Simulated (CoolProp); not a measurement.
A simple Rankine cycle with water: condensing at 305.15 K, boiler at 0.418 MPa, turbine inlet 458.3 K, turbine efficiency 0.85, pump efficiency 0.7, no recuperator. Each further row changes one setting.

Model: reference Helmholtz-energy equation of state, Wagner 2002, in CoolProp.

| case | thermal efficiency (%) | net work (kJ/kg) | heat in (kJ/kg) | turbine exit temperature (K) | volume ratio over the turbine |
|---|---|---|---|---|---|
| as stated | 21.3 | 573 | 2690 | 305.1 | 52.4 |
| turbine inlet 478.3 K | 21.4 | 585 | 2740 | 305.1 | 50.7 |
| condensing temperature 297.15 K | 22.7 | 618 | 2730 | 297.1 | 80.3 |
| boiler pressure 0.293 MPa | 19.8 | 534 | 2700 | 305.1 | 37.2 |
| turbine efficiency 0.75 | 18.8 | 505 | 2690 | 305.1 | 54.0 |

The expansion ends wet for: as stated; turbine inlet 478.3 K; condensing temperature 297.15 K; boiler pressure 0.293 MPa; turbine efficiency 0.75.
